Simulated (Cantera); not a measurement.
What does this Cantera script print?

```python
import numpy as np
import cantera as ct

gas_names = [...]  # 123 gases of nasa_gas.yaml made of C, H, O, Si
cond_names = """
    C(gr) C6H6(L) C7H8(L) C8H18(L),n-octa H2O(s) H2O(L) Si(cr) Si(L) SiC(b) SiO2(Lqz) SiO2(hqz) SiO2(L)
""".split()


# ... load() reads the species with a 1 bar reference pressure and builds the phases ...
atoms = {
    'SiC': {'Si': 1, 'C': 1},
    'H2O': {'H': 2, 'O': 1},
    'H2': {'H': 2},
}
top_T = {'C(gr)': 4500, 'SiC(b)': 3050}  # K; cautious upper limits of use, not melting points


# ... equilibrate(T, P, feed) seeds the gas with the atoms and calls Mixture.equilibrate('TP', solver="vcs", rtol=1e-11, max_steps=5000) ...
results = []
feed = {'SiC': 1, 'H2O': 0.018, 'H2': 82}  # mol
T = 1775  # K
P = 13332.2  # Pa
mix = equilibrate(T, P, feed)
results.append((T, P, feed, dict(zip(mix.species_names, mix.species_moles))))
print(gas.report(threshold=0.001))
for i in range(1, mix.n_phases):
    print(f"{mix.phase(i).name:16s} {mix.phase_moles(i):12.5e} mol")
```

It prints:

```
       temperature   1775 K
          pressure   13332 Pa
           density   0.0018277 kg/m^3
  mean mol. weight   2.0232 kg/kmol
   phase of matter   gas

                          1 kg             1 kmol
                     ---------------   ---------------
          enthalpy        2.2501e+07        4.5523e+07  J
   internal energy        1.5206e+07        3.0765e+07  J
           entropy             99474        2.0125e+05  J/K
    Gibbs function       -1.5406e+08        -3.117e+08  J
 heat capacity c_p             16509             33400  J/K
 heat capacity c_v             12399             25086  J/K

                      mass frac. Y      mole frac. X     chem. pot. / RT
                     ---------------   ---------------   ---------------
                H2           0.99543           0.99896           -21.123
     [ +122 minor]         0.0045688         0.0010351

C(gr)             0.00000e+00 mol
Si(L)             0.00000e+00 mol
SiC(b)            9.90004e-01 mol
SiO2(L)           0.00000e+00 mol
```

Equilibrium computed with Cantera from the NASA thermochemical tables; the gas is ideal and each condensed phase is pure.
